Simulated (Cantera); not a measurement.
A closed system holds: 1 mol Si, 3.3 mol HCl, 0.57 mol H₂, 2 mol Cl₂, held at 1550 K and 16.0 bar.

Method: chemical equilibrium by Gibbs-energy minimisation in Cantera with the NASA 1993 tables (ideal gas, pure condensed phases). Candidate condensed phases: Si; 19 gas species. The tables' values for SiCl₃ are old estimates; treat these amounts as uncertain. Kinetics and transport are ignored.

Q: What is the equilibrium state?

A: 
| Property | Value |
|---|---|
| x(HCl) | 0.685 |
| x(SiCl₄) | 0.196 |
| x(H₂) | 0.110 |
| x(SiCl₃) | 0.00467 |
| x(SiHCl₃) | 0.00388 |
| x(SiCl₂) | 0.000310 |
| x(Cl) | 1.30e-5 |
| x(SiH₂Cl₂) | 1.25e-5 |
| x(H) | 2.61e-6 |
| gas amount | 4.883 mol |
| log10 activity of Si(s) (absent) | -4.66 |
